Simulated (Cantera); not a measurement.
A freely propagating, adiabatic, planar premixed flame of CH₄ : H₂ : O₂ : N₂ = 1 : 0.62 : 3.5 : 13.2 (molar parts), unburnt at 400 K and 0.987 atm; mixture-averaged transport, grid criteria slope 0.08 and curve 0.16, no radiation.

Cantera simulation using GRI-Mech 3.0 (53 species, 325 reactions); the numbers are that mechanism's predictions, not measurements. Burning velocities carry a grid error of a few per cent, more on coarse grids.

x: mole fraction of selected species; z is measured from the peak of heat release.

| z (mm) | T (K) | u (m/s) | x CH₄ | x H₂ | x O₂ | x CH₂ | x C₂H₂ | x HO₂ |
|---|---|---|---|---|---|---|---|---|
| -1.53 | 400 | 0.405 | 0.0546 | 0.0329 | 0.191 | <1e-8 | <1e-8 | 3.98e-8 |
| -1.02 | 403 | 0.407 | 0.0546 | 0.0309 | 0.191 | <1e-8 | <1e-8 | 5.76e-7 |
| -0.765 | 413 | 0.416 | 0.0543 | 0.0285 | 0.191 | <1e-8 | <1e-8 | 3.00e-6 |
| -0.510 | 474 | 0.477 | 0.0518 | 0.0239 | 0.188 | <1e-8 | (withheld) | 2.49e-5 |
| -0.255 | 807 | 0.813 | 0.0368 | 0.0167 | 0.163 | 2.45e-8 | (withheld) | 0.000153 |
| -0.128 | 1143 | 1.15 | 0.0206 | 0.0129 | 0.133 | 1.12e-6 | (withheld) | 0.000166 |
| 0 | 1465 | 1.48 | 0.00494 | 0.00864 | 0.0986 | 8.33e-6 | (withheld) | 0.000125 |
| 0.128 | 1609 | 1.62 | 0.000348 | 0.00467 | 0.0797 | 1.82e-6 | (withheld) | 3.43e-5 |
| 0.255 | 1670 | 1.68 | 1.47e-5 | 0.00309 | 0.0735 | 1.08e-7 | <1e-8 | 1.93e-5 |
| 0.510 | 1740 | 1.74 | 3.40e-8 | 0.00220 | 0.0697 | <1e-8 | <1e-8 | 1.28e-5 |
| 1.02 | 1802 | 1.80 | <1e-8 | 0.00127 | 0.0677 | <1e-8 | <1e-8 | 7.05e-6 |
| 2.04 | 1840 | 1.83 | <1e-8 | 0.000514 | 0.0670 | <1e-8 | <1e-8 | 3.04e-6 |
| 4.08 | 1857 | 1.85 | <1e-8 | 0.000171 | 0.0669 | <1e-8 | <1e-8 | 1.30e-6 |

### Question
Complete the blanks.

### Answer

- -0.510, x C₂H₂: 8.18e-8
- -0.255, x C₂H₂: 8.43e-7
- -0.128, x C₂H₂: 2.15e-6
- 0, x C₂H₂: 3.46e-6
- 0.128, x C₂H₂: 4.02e-7
